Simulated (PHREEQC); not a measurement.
Make-up at 25 °C: 0.046 mol NaHS and 0.013 mol NaCl per kg of water. Closed to the air; pH follows from the charge balance.

The numbers come from PHREEQC with the ion-association model, phreeqc.dat.

```json
{
 "pH": "9.57",
 "ionic_strength": "0.0590 mol/kgw",
 "specific_conductance": "5980 µS/cm",
 "density": "0.999 g/cm³",
 "total_alkalinity": "46.0 meq/kg"
}
```

```tsv
species	molality	activity	log γ
Na+	0.0590	0.0481	-0.089
HS-	0.0459	0.0367	-0.097
Cl-	0.0130	0.0104	-0.095
H2S	8.47e-5	8.58e-5	0.006
OH-	4.72e-5	3.78e-5	-0.097
S-2	3.75e-5	1.66e-5	-0.354
```

Precipitation was switched off in this run.
